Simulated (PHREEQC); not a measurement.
Dissolve 170 mmol/kgw HF, 0.17 mmol/kgw (NH4)2SiF6, 6.5 mmol/kgw H3PO4 and 0.21 mmol/kgw H2SO4 at 20 °C. Closed to the air; pH follows from the charge balance.

Model: ion-association model, phreeqc.dat, run in PHREEQC.

Precipitation was switched off in this run.

Q: Order these F species by the share of F that they hold, largest first: HF2-, F-, SiF6-2, HF.

A: HF (89 %), HF2- (5.7 %), F- (5.1 %), SiF6-2 (0.60 %)

The pH is 1.84 and the ionic strength 0.0168 mol/kgw. Species that the database lacks are ignored. SiF6-2 is the database's only silicon fluoride.
